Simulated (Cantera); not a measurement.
**Abatement and gas-phase synthesis: HF + SO2 + H2**

Charge: 1 mol HF, 0.041 mol SO2, a varied amount of H2, at 1898 K and 0.00360 bar.

Equilibrium computed with Cantera from the NASA thermochemical tables; the gas is ideal and each condensed phase is pure. Candidate condensed phases: H2O, H2SO4, S; 43 gas species. Rates play no part.

| n(H2) (mol) | log p H2 | log p HF | log p H2O | log p H | log p S2 | log p SO |
|---|---|---|---|---|---|---|
| 0.4 | -3.09 | -2.60 | -3.74 | -4.65 | -4.50 | -4.90 |
| 0.59 | -2.95 | -2.65 | -3.77 | -4.58 | -4.54 | -5.10 |
| 0.87 | -2.83 | -2.72 | -3.83 | -4.52 | -4.62 | -5.31 |
| 1.3 | -2.73 | -2.81 | -3.91 | -4.47 | -4.74 | -5.55 |
| 1.9 | -2.66 | -2.91 | -4.01 | -4.44 | -4.87 | -5.79 |
| 2.8 | -2.60 | -3.03 | -4.12 | -4.41 | -5.04 | -6.05 |
| 4.1 | -2.56 | -3.16 | -4.25 | -4.38 | -5.23 | -6.31 |
| 6 | -2.52 | -3.29 | -4.38 | -4.37 | -5.44 | -6.58 |
| 8.9 | -2.50 | -3.44 | -4.53 | -4.36 | -5.68 | -6.87 |
| 13 | -2.49 | -3.59 | -4.68 | -4.35 | -5.93 | -7.16 |
| 19 | -2.47 | -3.75 | -4.84 | -4.34 | -6.19 | -7.46 |
log p: log10 of the partial pressure in bar; nothing condenses.

From 0.4 mol H2 to 19 mol H2 nothing is condensed.
